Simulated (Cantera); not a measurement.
# Tantalum, niobium, vanadium and zirconium in process gases: Ta + CH4

Charge: 1 mol Ta, a varied amount of CH4, held at 1248.15 K and 0.518 Torr.

Equilibrium computed with Cantera from the NASA thermochemical tables; the gas is ideal and each condensed phase is pure. Candidate condensed phases: C, C6H6, C7H8, C8H18, Ta, TaC; 77 gas species. Mutual solubility and eutectic melting of coexisting phases are not modelled. TaC: taken at fixed stoichiometry. Condensed phases not in the tables: Ta2C, N, O or C dissolved in the metal. The numbers say what is thermodynamically allowed, not how fast it happens.

From 0.48 mol CH4 to 0.98 mol CH4 the condensed part is Ta(s) + TaC(s). From 1.2 mol CH4 to 2.5 mol CH4 the condensed part is C(graphite) + TaC(s).

```csv
n(CH4) (mol),x H2,x H,x CH4,x C2H2 (acetylene),x CH3,n Ta(s),n TaC(s),n C(graphite)
0.48,1.000,1.78e-5,1.00e-11,<1e-12,<1e-12,0.520,0.480,0
0.73,1.000,1.78e-5,1.00e-11,<1e-12,<1e-12,0.270,0.730,0
0.98,1.000,1.78e-5,1.00e-11,<1e-12,<1e-12,0.0200,0.980,0
1.2,1.000,1.78e-5,7.68e-6,2.44e-7,2.65e-9,0,1.00,0.200
1.5,1.000,1.78e-5,7.68e-6,2.44e-7,2.65e-9,0,1.00,0.500
1.7,1.000,1.78e-5,7.68e-6,2.44e-7,2.65e-9,0,1.00,0.700
2,1.000,1.78e-5,7.68e-6,2.44e-7,2.65e-9,0,1.00,1.000
2.2,1.000,1.78e-5,7.68e-6,2.44e-7,2.65e-9,0,1.00,1.20
2.5,1.000,1.78e-5,7.68e-6,2.44e-7,2.65e-9,0,1.00,1.50
```
x: gas mole fraction; n: condensed amount in mol.
